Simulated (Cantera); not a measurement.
## Low-pressure radical oxidation in H2/O2

A perfectly stirred reactor is fed with H₂ : O₂ = 0.12 : 1 (molar parts), equivalence ratio 0.060, at 0.0267 bar; it is held at 1298 K, and followed from long to short residence time.

Cantera simulation using GRI-Mech 3.0 (53 species, 325 reactions); the numbers are that mechanism's predictions, not measurements. Radical loss at walls, strong at low pressure, is not modelled. The temperature is held fixed by assumption; the heat of reaction is taken as removed at once.

| τ (s) | x H₂ | x O₂ | x O | x H | x OH | x H₂O₂ | x HO₂ |
|---|---|---|---|---|---|---|---|
| 11 | 3.98e-5 | 0.886 | 0.000356 | 1.12e-5 | 0.000732 | 5.96e-8 | 8.10e-7 |
| 2.1 | 0.000116 | 0.885 | 0.00108 | 5.93e-5 | 0.00127 | 1.06e-7 | 1.86e-6 |
| 0.41 | 0.000324 | 0.883 | 0.00316 | 0.000299 | 0.00219 | 1.72e-7 | 3.66e-6 |
| 0.077 | 0.000899 | 0.876 | 0.00909 | 0.00148 | 0.00373 | 2.54e-7 | 6.14e-6 |
| 0.015 | 0.00228 | 0.860 | 0.0226 | 0.00598 | 0.00596 | 3.22e-7 | 8.32e-6 |
| 0.0028 | 0.00539 | 0.838 | 0.0408 | 0.0160 | 0.00848 | 3.67e-7 | 9.32e-6 |
| 0.00052 | 0.0147 | 0.832 | 0.0432 | 0.0237 | 0.0110 | 4.67e-7 | 9.34e-6 |
x: mole fraction; the columns are a selection and need not sum to one.
